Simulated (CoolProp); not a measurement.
Computed with CoolProp (reference Helmholtz-energy equation of state, Thol 2015).

Question: Give the vapour pressure (bar), enthalpy of vaporisation (kJ/kg), vapour Z, surface tension (mN/m) of saturated octamethylcyclotetrasiloxane (D4) at 75.85, 124.15, 156.35 °C.

Answer: 
```json
[
 {"T (°C)": "75.85", "p (bar)": "0.0295", "enthalpy of vaporisation (kJ/kg)": "167", "vapour Z": "0.995", "surface tension (mN/m)": "14.3"},
 {"T (°C)": "124.15", "p (bar)": "0.218", "enthalpy of vaporisation (kJ/kg)": "150", "vapour Z": "0.975", "surface tension (mN/m)": "10.8"},
 {"T (°C)": "156.35", "p (bar)": "0.602", "enthalpy of vaporisation (kJ/kg)": "138", "vapour Z": "0.948", "surface tension (mN/m)": "8.65"}
]
```

Surface tension comes from a separate correlation (Mulero 2014), older than this fluid's equation and unchecked against measurements.
